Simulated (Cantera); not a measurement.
Ignition delay

Mixture: 11.1 % CH4, 2.00 % C2H6, 18.2 % O2, 68.7 % N2, equivalence ratio 1.6, at 9.87 atm, adiabatic and at constant pressure. Ignition delay is the time to a rise of 400 K.

Cantera simulation using GRI-Mech 3.0 (53 species, 325 reactions); the numbers are that mechanism's predictions, not measurements.

```json
[
 {"T0 (K)": "1225", "delay (ms)": "0.516"},
 {"T0 (K)": "1300", "delay (ms)": "0.227"},
 {"T0 (K)": "1375", "delay (ms)": "0.113"},
 {"T0 (K)": "1450", "delay (ms)": "0.0606"},
 {"T0 (K)": "1525", "delay (ms)": "0.0341"},
 {"T0 (K)": "1600", "delay (ms)": "0.0198"},
 {"T0 (K)": "1675", "delay (ms)": "0.0119"}
]
```

| Quantity | Value |
|---|---|
| apparent activation energy between 1525 and 1675 K | 150 kJ/mol |
